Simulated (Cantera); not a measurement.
Source: NASA polynomial tables (part measured, part estimated), evaluated in Cantera. Values are per mole of reaction as written; species without (g) are pure solids or liquids, kept so even where they would boil at 1 bar.

0.6667 Cr + O2(g) ⇌ 0.6667 CrO3(g)

```json
[
 {"T (K)": "300", "ΔH° (kJ)": "[?]", "ΔS° (J/K)": "[?]", "ΔG° (kJ)": "[?]", "log10 K": "[?]", "condensed phases": "Cr(s)"},
 {"T (K)": "2625", "ΔH° (kJ)": "[?]", "ΔS° (J/K)": "[?]", "ΔG° (kJ)": "[?]", "log10 K": "[?]", "condensed phases": "Cr(l)"},
 {"T (K)": "2675", "ΔH° (kJ)": "-229.2", "ΔS° (J/K)": "-64.0", "ΔG° (kJ)": "-57.9", "log10 K": "1.13", "condensed phases": "Cr(l)"},
 {"T (K)": "2725", "ΔH° (kJ)": "[?]", "ΔS° (J/K)": "[?]", "ΔG° (kJ)": "[?]", "log10 K": "[?]", "condensed phases": "Cr(l)"},
 {"T (K)": "2775", "ΔH° (kJ)": "-230.3", "ΔS° (J/K)": "-64.4", "ΔG° (kJ)": "-51.5", "log10 K": "0.97", "condensed phases": "Cr(l)"},
 {"T (K)": "2825", "ΔH° (kJ)": "[?]", "ΔS° (J/K)": "[?]", "ΔG° (kJ)": "[?]", "log10 K": "[?]", "condensed phases": "Cr(l)"}
]
```

Question: What belongs in the gaps?

Answer: 
- 300, ΔH° (kJ): -195.3
- 300, ΔS° (J/K): -43.5
- 300, ΔG° (kJ): -182.2
- 300, log10 K: 31.73
- 2625, ΔH° (kJ): -228.7
- 2625, ΔS° (J/K): -63.8
- 2625, ΔG° (kJ): -61.1
- 2625, log10 K: 1.22
- 2725, ΔH° (kJ): -229.8
- 2725, ΔS° (J/K): -64.2
- 2725, ΔG° (kJ): -54.7
- 2725, log10 K: 1.05
- 2825, ΔH° (kJ): -230.8
- 2825, ΔS° (J/K): -64.6
- 2825, ΔG° (kJ): -48.3
- 2825, log10 K: 0.89
